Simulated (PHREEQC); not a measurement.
A PHREEQC input (ion-association model, wateq4f.dat):

```
SOLUTION 1
  temp 35
  units mg/L
  pH 6.22
  pe 9
  Na 0.961
  K 0.0544
  Ca 5.31
  Mg 0.219
  Cl 2.05
  S(6) 9.78 as SO4
  Alkalinity 4.12 as HCO3
  Ba 0.00698
  Ni 0.00324
  F 0.0216
END
USE solution 1
EQUILIBRIUM_PHASES 1
  Quart 0 0.5
  CO2(g) -2 10
END
```

It stops with these messages:

```
ERROR: Phase not found in database, Quart.
ERROR: Calculations terminating due to input errors.
```

The fault: the phase Quartz misspelt. The line should read `Quartz` where the input has `Quart`. With the mend the run ends at pH 5.72 and ionic strength 0.000563 mol/kgw.
